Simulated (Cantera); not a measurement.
An adiabatic, constant-volume homogeneous reactor starts with H₂ : O₂ : N₂ = 1 : 0.588 : 2.21 (molar parts), at 1598 K and 4.54 atm. Integrator tolerance rtol = 1e-08.

Cantera simulation using GRI-Mech 3.0 (53 species, 325 reactions); the numbers are that mechanism's predictions, not measurements. The hydrogen kinetics of GRI-Mech 3.0 are dated; newer H2 mechanisms differ, most at raised pressure. Above 3000 K some thermodynamic fits are extrapolated.

| quantity | before | after |
|---|---|---|
| time of steepest temperature rise | 2.15 µs | 9.70 µs |
| temperature at 0.300 s | 3116 K | 2962 K |
| equilibrium temperature | 3116 K | 2962 K |
| x(H₂) at 0.300 s | 0.0342 (gas-phase equilibrium 0.0342) | 0.0399 (gas-phase equilibrium 0.0399) |
| x(O₂) at 0.300 s | 0.0244 (gas-phase equilibrium 0.0244) | 0.0274 (gas-phase equilibrium 0.0274) |
| x(NO₂) at 0.300 s | 8.70e-6 (gas-phase equilibrium 8.70e-6) | 4.12e-6 (gas-phase equilibrium 4.12e-6) |
| x(HO₂) at 0.300 s | 2.65e-5 (gas-phase equilibrium 2.65e-5) | 1.44e-5 (gas-phase equilibrium 1.44e-5) |
| x(NO) at 0.300 s | 0.0168 (gas-phase equilibrium 0.0168) | 0.0147 (gas-phase equilibrium 0.0147) |

Problem. Which change was made?
A) constant pressure in place of constant volume
B) N2 2.21 to 6.1 parts
C) pressure from 4.54 atm to 4.93 atm
D) pressure from 4.54 atm to 0.987 atm

Solution. D, pressure from 4.54 atm to 0.987 atm
